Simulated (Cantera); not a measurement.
**Transport properties of process gases**

Gas mixture: 100 % CH3OH, at 0.0132 atm, frozen composition.

Cantera's kinetic-theory transport with the Lennard-Jones parameters of GRI-Mech 3.0, ideal gas; thermal conductivity in the multicomponent form. Polar gases are described roughly by these parameters. The composition is frozen, though it would react at the higher temperatures.

```csv
T (K),ρ (kg/m³),cp (J/kg/K),μ (µPa s),λ (mW/m/K),Pr,D (cm²/s) H2O,D (cm²/s) CH3,D (cm²/s) H2
400,0.0128,1604,13.1,28.1,0.748,20.7,21.5,80.3
600,0.00856,2101,19.7,55.2,0.749,46.7,45.7,163
800,0.00642,2491,25.8,85.5,0.751,81.4,76.5,266
1000,0.00514,2798,31.3,117,0.751,124,113,387
1200,0.00428,3031,36.4,147,0.751,173,155,526
1400,0.00367,3214,41.1,176,0.751,229,202,680
1600,0.00321,3357,45.4,203,0.750,290,253,849
1800,0.00285,3468,49.5,229,0.749,357,308,1030
```
D: mixture-averaged diffusion coefficient of that species in the mixture.
